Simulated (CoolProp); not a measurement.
Vapour-liquid equilibrium of R22 (1) + R142b (2) at 0.00845 MPa; x and y are mole fractions of (1).

Model: multi-fluid Helmholtz-energy mixture model, Kamei 1995 and Lemmon 2006; pair parameters Bell 2016, in CoolProp.

```tsv
x	bubble temperature, mixture model (K)	bubble temperature, Raoult's law (K)	y, mixture model	y, Raoult's law
0.05	212.9	212.8	0.212	0.217
0.2	206.6	206.2	0.567	0.585
0.35	202.2	201.5	0.745	0.762
0.5	198.7	198.0	0.851	0.861
0.65	195.7	195.2	0.920	0.922
0.8	193.1	192.9	0.965	0.963
0.95	191.0	190.9	0.993	0.992
```

The largest gap from Raoult's law is +0.7 K in bubble temperature, at x = 0.5. No azeotrope shows between x = 0.05 and 0.95.

Pair parameters are fitted to limited data, so mixtures are less certain than the pure fluids.
